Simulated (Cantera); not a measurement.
Input (Python, Cantera) and output of one run.

```python
import numpy as np
import cantera as ct

gas_names = """
    F FO FO2 F2 F2O H HF HOF HO2 H2 H2F2 H2O H2O2 H3F3 H4F4 H5F5 H6F6 H7F7 Mg MgF MgF2 MgH MgO MgOH
    MgO2H2 Mg2 Mg2F4 O OH O2 O3
""".split()
cond_names = """
    H2O(s) H2O(L) Mg(cr) Mg(L) MgF2(s) MgF2(L) MgO(s) MgO(L) MgO2H2(s)
""".split()


# ... load() reads the species with a 1 bar reference pressure and builds the phases ...
atoms = {
    'MgO': {'Mg': 1, 'O': 1},
    'F2': {'F': 2},
    'H2': {'H': 2},
}
top_T = {}  # K; cautious upper limits of use, not melting points


# ... equilibrate(T, P, feed) seeds the gas with the atoms and calls Mixture.equilibrate('TP', solver="vcs", rtol=1e-11, max_steps=5000) ...
results = []
feed = {'MgO': 1, 'F2': 18, 'H2': 4.4}  # mol
T = 1300  # K
P = 15000  # Pa
mix = equilibrate(T, P, feed)
results.append((T, P, feed, dict(zip(mix.species_names, mix.species_moles))))
x = sorted(zip(gas.X, gas.species_names), reverse=True)
print(f"T = {T:g} K  P = {P:g} Pa  gas = {mix.phase_moles(0):.4g} mol")
print("   x: " + "  ".join(f"{s} {v:.3e}" for v, s in x if v > 0.0001))
print("   condensed (mol): " + ("  ".join(f"{mix.phase(i).name} {mix.phase_moles(i):.4g}"
      for i in range(1, mix.n_phases) if mix.phase_moles(i) > 1e-12) or "none"))
```

Output:

```
T = 1300 K  P = 15000 Pa  gas = 32.37 mol
   x: F 6.467e-01  HF 2.719e-01  F2 6.593e-02  O2 1.544e-02
   condensed (mol): MgF2(s) 0.9999
```

Equilibrium computed with Cantera from the NASA thermochemical tables; the gas is ideal and each condensed phase is pure.
